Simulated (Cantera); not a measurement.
A closed system holds: 1 mol Si2H6, 0.25 mol H2O, equilibrated at 600 K and 1330 Pa.

Cantera equilibrium calculation (NASA polynomials, part measured and part estimated; ideal gas, pure solids and liquids). Candidate condensed phases: H2O, Si, SiO2; 18 gas species. The feed counts by its element totals alone. Equilibrium is a limit: real reactors are often held back by kinetics, nucleation or transport.

Base state: H2 1.00 (mole fractions); condensed: Si(s) + SiO2(α-quartz).

Question: What changes in the equilibrium state with this change: temperature from 600 K to 1725 K?

Answer: 
| species | before | after |
|---|---|---|
| H2 | 1.00 | 0.927 |
| SiO | <1e-9 | 0.0714 |
| H | <1e-9 | 0.00155 |
| Si | <1e-9 | 7.61e-5 |
| SiH2 | <1e-9 | 1.60e-5 |
| Si(s), mol | 1.88 | 0 |
| SiO2(α-quartz), mol | 0.125 | 0 |
| Si(l), mol | 0 | 1.75 |
Gases not in the tables: Si2H6 and higher silanes.
